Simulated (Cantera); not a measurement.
Mixture: 4.49 % CH₄, 4.44 % H₂, 26.0 % O₂, 65.1 % N₂, at 10.0 bar, adiabatic and at constant volume. Ignition delay is the time to a rise of 400 K.

Model: GRI-Mech 3.0 (53 species, 325 reactions), integrated in Cantera.

Question: Predict: delay at 1125 K; delay at 1225 K; delay at 1325 K; delay at 1425 K; delay at 1525 K; apparent activation energy between 1475 and 1575 K.

Answer: 
* **delay at 1125 K**: 0.798 ms
* **delay at 1225 K**: 0.123 ms
* **delay at 1325 K**: 39.1 µs
* **delay at 1425 K**: 17.7 µs
* **delay at 1525 K**: 9.45 µs
* **apparent activation energy between 1475 and 1575 K**: 110 kJ/mol
